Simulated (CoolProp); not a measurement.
Saturation properties of 1-butene (Tc = 146.1 °C, pc = 4.006 MPa, ω = 0.192).

Computed with CoolProp (reference Helmholtz-energy equation of state, Lemmon 2005). It is a short technical equation, of lower accuracy than the large ones.

```json
[
 {"T (°C)": "60.55", "p (MPa)": "0.7718", "liquid density (kg/m³)": "540.1", "vapour density (kg/m³)": "18.70", "liquid cp (kJ/(kg K))": "2.534", "surface tension (mN/m)": "7.77"},
 {"T (°C)": "69.65", "p (MPa)": "0.9528", "liquid density (kg/m³)": "526.3", "vapour density (kg/m³)": "23.19", "liquid cp (kJ/(kg K))": "2.610", "surface tension (mN/m)": "6.75"},
 {"T (°C)": "78.75", "p (MPa)": "1.163", "liquid density (kg/m³)": "511.7", "vapour density (kg/m³)": "28.60", "liquid cp (kJ/(kg K))": "2.699", "surface tension (mN/m)": "5.76"},
 {"T (°C)": "87.85", "p (MPa)": "1.406", "liquid density (kg/m³)": "496.1", "vapour density (kg/m³)": "35.13", "liquid cp (kJ/(kg K))": "2.805", "surface tension (mN/m)": "4.81"},
 {"T (°C)": "96.95", "p (MPa)": "1.685", "liquid density (kg/m³)": "479.1", "vapour density (kg/m³)": "43.09", "liquid cp (kJ/(kg K))": "2.938", "surface tension (mN/m)": "3.89"},
 {"T (°C)": "106.15", "p (MPa)": "2.006", "liquid density (kg/m³)": "460.2", "vapour density (kg/m³)": "53.08", "liquid cp (kJ/(kg K))": "3.116", "surface tension (mN/m)": "3.01"},
 {"T (°C)": "115.25", "p (MPa)": "2.367", "liquid density (kg/m³)": "439.0", "vapour density (kg/m³)": "65.65", "liquid cp (kJ/(kg K))": "3.373", "surface tension (mN/m)": "2.18"},
 {"T (°C)": "124.35", "p (MPa)": "2.777", "liquid density (kg/m³)": "414.0", "vapour density (kg/m³)": "82.35", "liquid cp (kJ/(kg K))": "3.809", "surface tension (mN/m)": "1.41"}
]
```

It boils at -6.3 °C under 1 atm.

Surface tension comes from a separate correlation (Mulero 2012).
